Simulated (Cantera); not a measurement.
A freely propagating, adiabatic, planar premixed flame of 32.9 % H2, 12.9 % O2, 54.2 % N2, equivalence ratio 1.3, unburnt at 550 K and 18000 Pa; mixture-averaged transport, grid criteria slope 0.08 and curve 0.16, no radiation.

Computed with Cantera and the H2/O2 subset of GRI-Mech 3.0, which has no nitrogen chemistry. Burning velocities carry a grid error of a few per cent, more on coarse grids.

Problem. Predict: laminar burning velocity; thermal thickness; peak x(H); peak x(HO2); peak x(OH); peak x(H2O2).

Solution. 
| Item | Value |
|---|---|
| laminar burning velocity | 546 cm/s |
| thermal thickness | 4.31 mm |
| peak x(H) | 0.0992 |
| peak x(HO2) | 7.27e-5 |
| peak x(OH) | 0.0131 |
| peak x(H2O2) | 2.24e-6 |
